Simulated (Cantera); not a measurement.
Charge: 1 mol Si₃H₈, 0.031 mol HCl, 41 mol H₂, 0.053 mol Cl₂, equilibrated at 2.10 mbar.

Method: chemical equilibrium by Gibbs-energy minimisation in Cantera with the NASA 1993 tables (ideal gas, pure condensed phases). Candidate condensed phases: Si; 19 gas species. The feed counts by its element totals alone. The tables' values for SiCl are old estimates; treat these amounts as uncertain. Gases not in the tables: Si₂H₆ and higher silanes. The numbers say what is thermodynamically allowed, not how fast it happens.

x: gas mole fraction; n: condensed amount in mol.

| T (K) | x H₂ | x H | x HCl | x Si | x SiH | x SiCl₂ | n Si(s) | n Si(l) |
|---|---|---|---|---|---|---|---|---|
| 1073 | 0.997 | 3.05e-7 | 0.00300 | 3.29e-12 | 5.60e-12 | 1.76e-5 | 3.00 | 0 |
| 1173 | 0.997 | ___ | 0.00300 | ___ | ___ | ___ | 3.00 | 0 |
| 1273 | 0.997 | 1.55e-5 | 0.00299 | 8.59e-9 | 3.79e-9 | 2.32e-5 | 3.00 | 0 |
| 1373 | 0.997 | 7.26e-5 | 0.00299 | 1.85e-7 | 4.80e-8 | 2.57e-5 | 3.00 | 0 |
| 1473 | 0.997 | ___ | 0.00298 | ___ | ___ | 2.80e-5 | 3.00 | 0 |
| 1573 | 0.996 | 0.000886 | 0.00297 | 2.62e-5 | 2.88e-6 | 3.01e-5 | 3.00 | 0 |
| 1673 | 0.994 | 0.00248 | 0.00296 | 0.000199 | 1.54e-5 | 3.18e-5 | 2.99 | 0 |
| 1773 | 0.990 | 0.00618 | 0.00294 | 0.00101 | 5.71e-5 | 2.81e-5 | 0 | 2.95 |

Task: Complete the blanks.

Result: 
- 1473, x H: 0.000276
- 1473, x Si: 2.61e-6
- 1473, x SiH: 4.29e-7
- 1173, x H: 2.57e-6
- 1173, x Si: 2.36e-10
- 1173, x SiH: 1.93e-10
- 1173, x SiCl₂: 2.05e-5
